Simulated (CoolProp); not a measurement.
Vapour-liquid equilibrium of hydrogen sulfide (1) + n-butane (2) at 258.2 K; x and y are mole fractions of (1).

Values from CoolProp's multi-fluid Helmholtz-energy mixture model, Lemmon 2006 and Bücker 2006; pair parameters Kunz 2012.

### Question
Give the bubble pressure and the first vapour's composition at x = 0.35, 0.5, 0.725. Is there an azeotrope?

### Answer
x = 0.35: 400.8 kPa, y = 0.887; x = 0.5: 472.7 kPa, y = 0.914; x = 0.725: 549.7 kPa, y = 0.943. No azeotrope shows between x = 0.05 and 0.95.

Pair parameters are fitted to limited data, so mixtures are less certain than the pure fluids. With so large a gap from Raoult's law the liquid may split in two, which this calculation doesn't test in full.
